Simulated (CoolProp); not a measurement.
Properties of R1234yf along the isobar 3.95 MPa (Tc = 367.8 K, pc = 3.384 MPa, ω = 0.276).

Values from CoolProp's reference Helmholtz-energy equation of state, Lemmon 2022.

```
T (K)          phase  density (kg/m³)  cv (kJ/(kg K))  speed of sound (m/s)  fugacity coefficient
-----  -------------  ---------------  --------------  --------------------  --------------------
249.3         liquid             1260          0.8409                 690.9               0.03660
260.1         liquid             1230          0.8575                 645.3               0.05491
270.8         liquid             1199          0.8742                 600.7               0.07873
281.5         liquid             1167          0.8910                 556.5                0.1089
292.2         liquid             1134          0.9081                 512.5                0.1458
302.9         liquid             1098          0.9254                 468.5                0.1896
313.6         liquid             1059          0.9431                 424.0                0.2405
324.3         liquid             1017          0.9614                 378.6                0.2979
335           liquid            969.8          0.9807                 331.4                0.3612
345.7         liquid            914.4           1.002                 281.4                0.4294
356.4         liquid            844.8           1.027                 226.2                0.5008
367.2         liquid            739.5           1.065                 158.7                0.5736
377.9  supercritical            395.0           1.139                 91.97                0.6376
388.6  supercritical            261.8           1.099                 109.9                0.6784
399.3  supercritical            221.4           1.086                 122.4                0.7106
410    supercritical            197.8           1.083                 132.1                0.7380
```
